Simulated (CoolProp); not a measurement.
A single-stage vapour-compression cycle with R410A: evaporating at 311.15 K (dew point), condensing at 336.15 K (bubble point), superheat 0 K, subcooling 5 K, compressor efficiency 0.9, no pressure losses. Each further row changes one setting.

Computed with CoolProp (reference Helmholtz-energy equation of state, Lemmon 2003). It is a pseudo-pure fit of the blend.

| case | cooling COP | pressure ratio | discharge temperature (K) | refrigerating effect (kJ/kg) | volumetric capacity (kJ/m³) |
|---|---|---|---|---|---|
| as stated | 8.17 | 1.78 | 347.5 | 124 | 12100 |
| evaporating temperature 316.15 K | 10.6 | 1.58 | 345.2 | … | … |
| condensing temperature 331.15 K | 10.9 | 1.60 | 340.3 | 135 | 13100 |
| subcooling 10 K | 8.94 | 1.78 | 347.5 | … | 13200 |
| superheat 10 K | … | 1.78 | 357.4 | … | 12100 |
| compressor efficiency 0.8 | … | 1.78 | … | 124 | 12100 |

**Question.** What belongs in the gaps?

**Answer.** 
- evaporating temperature 316.15 K, refrigerating effect (kJ/kg): 123
- evaporating temperature 316.15 K, volumetric capacity (kJ/m³): 13900
- subcooling 10 K, refrigerating effect (kJ/kg): 136
- superheat 10 K, cooling COP: 8.16
- superheat 10 K, refrigerating effect (kJ/kg): 140
- compressor efficiency 0.8, cooling COP: 7.26
- compressor efficiency 0.8, discharge temperature (K): 348.4
